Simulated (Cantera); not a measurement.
Charge: 1 mol Si₃N₄, 0.035 mol CO₂, 240 mol H₂, at 1352 °C and 13300 Pa.

Equilibrium computed with Cantera from the NASA thermochemical tables; the gas is ideal and each condensed phase is pure. Candidate condensed phases: C, C₆H₆, C₇H₈, C₈H₁₈, H₂O, Si, SiC, SiO₂, Si₂N₂O, Si₃N₄; 151 gas species. Mutual solubility and eutectic melting of coexisting phases are not modelled. The numbers say what is thermodynamically allowed, not how fast it happens.

Base state: H₂ 0.996, N₂ 0.00343, H 0.000193, SiO 0.000107 (mole fractions); condensed: Si(s) + SiC(s) + Si₂N₂O(s) + Si₃N₄(s).

What changes in the equilibrium state with this change: CO₂ from 0.035 to 1.2 mol?


```tsv
species	before	after
H₂	0.996	0.992
CO	4.39e-6	0.00376
N₂	0.00343	0.00317
SiO	0.000107	0.00107
CH₄	2.23e-6	2.04e-5
HCN	1.59e-6	1.42e-5
H	0.000193	0.000192
Si(s), mol	1.16	0
SiC(s), mol	0.0330	0.281
Si₂N₂O(s), mol	0.0433	1.23
Si₃N₄(s), mol	0.565	0
```
